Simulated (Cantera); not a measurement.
A closed system holds: 1 mol Cu, 1 mol F₂, 2.2 mol H₂, at 17.0 Pa.

Equilibrium computed with Cantera from the NASA thermochemical tables; the gas is ideal and each condensed phase is pure. Candidate condensed phases: Cu, CuF₂; 15 gas species. Equilibrium is a limit: real reactors are often held back by kinetics, nucleation or transport.

log p: log10 of the partial pressure in bar; n: condensed amount in mol.

```csv
T (°C),log p HF,log p H₂,log p Cu,log p CuF,log p H,log p Cu₂,n Cu(s),n Cu(l)
475,-3.97,-4.20,<-15,-15.68,-14.64,<-15,1.00,0
525,-3.97,-4.20,(withheld),-14.55,-13.67,<-15,1.00,0
575,-3.97,-4.20,(withheld),-13.56,-12.82,<-15,1.00,0
625,-3.97,-4.20,(withheld),-12.68,-12.06,<-15,1.00,0
675,-3.97,-4.20,(withheld),-11.89,-11.38,<-15,1.00,0
725,-3.97,-4.20,(withheld),-11.18,-10.77,<-15,1.00,0
775,-3.97,-4.20,(withheld),-10.54,-10.21,-15.44,1.000,0
825,-3.97,-4.20,(withheld),-9.96,-9.70,-14.36,1.000,0
875,-3.97,-4.20,(withheld),-9.43,-9.24,-13.39,1.000,0
925,-3.97,-4.20,(withheld),-8.95,-8.82,-12.49,1.000,0
975,-3.97,-4.20,(withheld),-8.50,-8.43,-11.67,0.999,0
1025,-3.97,-4.20,(withheld),-8.09,-8.07,-10.92,0.997,0
1075,-3.97,-4.20,(withheld),-7.72,-7.73,-10.22,0.991,0
1125,-3.98,-4.20,(withheld),-7.38,-7.42,-9.60,0,0.975
```

Q: What belongs in the gaps?

A: 
- 525, log p Cu: -15.23
- 575, log p Cu: -13.93
- 625, log p Cu: -12.79
- 675, log p Cu: -11.76
- 725, log p Cu: -10.84
- 775, log p Cu: -10.01
- 825, log p Cu: -9.25
- 875, log p Cu: -8.57
- 925, log p Cu: -7.93
- 975, log p Cu: -7.36
- 1025, log p Cu: -6.82
- 1075, log p Cu: -6.33
- 1125, log p Cu: -5.89
